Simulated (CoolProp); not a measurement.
Ethanol along the isotherm 286.55 °C: density (kg/m³) from the reference equation and from simpler models built on Tc = 241.6 °C, pc = 6.268 MPa, ω = 0.644; each cubic takes its own stable root.

Values from CoolProp's reference Helmholtz-energy equation of state, Schroeder 2014.

| p (MPa) | phase | reference | ideal gas | van der Waals | Redlich-Kwong | Soave-Redlich-Kwong | Peng-Robinson |
|---|---|---|---|---|---|---|---|
| 2.09 | gas | 22.24 | 20.69 | 22.65 | 22.83 | 22.56 | 22.84 |
| 4.18 | gas | 48.69 | 41.38 | 51.02 | 51.71 | 50.03 | 51.34 |
| 6.27 | supercritical | 82.67 | 62.07 | 91.58 | 92.10 | 85.26 | 88.77 |
| 8.36 | supercritical | 133.8 | 82.76 | 174.4 | 160.2 | 133.1 | 140.4 |
| 10.4 | supercritical | 222.0 | 103.0 | 244.0 | 247.1 | 192.4 | 205.0 |
| 12.5 | supercritical | 324.3 | 123.7 | 272.9 | 297.8 | 247.2 | 265.8 |
| 14.6 | supercritical | 383.1 | 144.5 | 291.0 | 329.0 | 286.0 | 309.9 |
| 16.7 | supercritical | 419.6 | 165.3 | 304.4 | 351.8 | 314.4 | 342.4 |
| 18.8 | supercritical | 445.5 | 186.1 | 315.1 | 369.8 | 336.5 | 367.7 |
| 20.9 | supercritical | 465.2 | 206.9 | 324.0 | 384.8 | 354.5 | 388.5 |
| 23 | supercritical | 481.0 | 227.7 | 331.7 | 397.6 | 369.8 | 406.0 |
| 25.1 | supercritical | 494.3 | 248.5 | 338.4 | 408.9 | 383.1 | 421.2 |
| 27.2 | supercritical | 505.7 | 269.3 | 344.3 | 419.0 | 394.9 | 434.6 |
| 29.3 | supercritical | 515.8 | 290.1 | 349.7 | 428.1 | 405.4 | 446.6 |
| 31.3 | supercritical | 524.3 | 309.9 | 354.4 | 436.1 | 414.5 | 457.0 |
